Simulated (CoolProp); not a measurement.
Saturation properties of R365MFC.

Model: reference Helmholtz-energy equation of state, Lemmon 2016, in CoolProp.

```tsv
T (°C)	p (MPa)	liquid density (kg/m³)	vapour Z	surface tension (mN/m)
-11.75	0.009933	1333	0.9914	19.3
-8.15	0.01209	1325	0.9901	18.9
-4.45	0.01470	1318	0.9886	18.5
-0.85	0.01768	1311	0.9870	18.1
2.75	0.02113	1303	0.9852	17.6
6.45	0.02523	1296	0.9831	17.2
10.05	0.02983	1288	0.9810	16.8
13.75	0.03524	1281	0.9785	16.4
17.35	0.04125	1273	0.9760	16.0
```

It boils at 40.2 °C under 1 atm.

Surface tension comes from a separate correlation (Mulero 2012).
